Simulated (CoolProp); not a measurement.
Vapour pressure (MPa) of toluene: the reference equation beside estimates from Tc = 591.7 K, pc = 4.126 MPa, ω = 0.266. Clausius-Clapeyron is anchored at 489.2 K with a constant enthalpy of vaporisation of 25.29 kJ/mol.

Computed with CoolProp (reference Helmholtz-energy equation of state, Lemmon 2006). It is a short technical equation, of lower accuracy than the large ones.

```csv
T (K),reference,Lee-Kesler,Clausius-Clapeyron
464.1,0.6367,0.6429,0.7057
468.3,0.6876,0.6945,0.7484
472.5,0.7415,0.7491,0.7929
476.7,0.7985,0.8068,0.8391
480.9,(withheld),0.8678,0.8872
485.1,0.9223,0.9320,(withheld)
489.2,0.9877,0.9980,0.9877
493.4,1.058,1.069,1.041
497.6,1.132,1.144,1.097
501.8,1.211,(withheld),1.155
506,1.293,1.305,(withheld)
510.2,1.379,1.392,1.276
514.4,1.469,1.483,1.339
518.6,1.564,1.578,1.405
```

### Question
Fill in the missing entries.

### Answer

- 480.9, reference: 0.8588
- 485.1, Clausius-Clapeyron: 0.9372
- 501.8, Lee-Kesler: 1.223
- 506, Clausius-Clapeyron: 1.214

Absolute difference from the reference over all 14 rows, mean and median: Lee-Kesler 1.0 and 1.0 %, Clausius-Clapeyron 5.6 and 5.6 %.
